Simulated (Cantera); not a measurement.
A closed system holds: 1 mol C₃H₈, 5.5 mol CO₂, 72 mol H₂, 0.028 mol O₂, at 10.0 mbar.

Equilibrium computed with Cantera from the NASA thermochemical tables; the gas is ideal and each condensed phase is pure. Candidate condensed phases: C, C₆H₆, C₇H₈, C₈H₁₈, H₂O; 110 gas species. Equilibrium is a limit: real reactors are often held back by kinetics, nucleation or transport. All values below are at 950 °C.

Base state: H₂ 0.871, CO 0.0984, H₂O 0.0281, CO₂ 0.00217 (mole fractions); condensed: gas only.

**Question.** What changes in the equilibrium state with this change: C₃H₈ replaced by C₂H₆?

**Answer.** 
```json
[
 {"species": "H₂", "before": "0.871", "after": "0.869"},
 {"species": "CO", "before": "0.0984", "after": "0.0881"},
 {"species": "H₂O", "before": "0.0281", "after": "0.0403"},
 {"species": "CO₂", "before": "0.00217", "after": "0.00280"}
]
```
